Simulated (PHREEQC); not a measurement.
Consider water at 20 °C with 26 mmol/kgw ZnI2. Closed to the air; pH follows from the charge balance.

Computed with PHREEQC (ion-association model, wateq4f.dat).

Task: The ionic strength comes out as 0.0780 mol/kgw. What activity coefficients do Zn+2, ZnOH+, H+, I- get?

Result: Zn+2 0.43, ZnOH+ 0.80, H+ 0.84, I- 0.80.

Precipitation was switched off in this run.
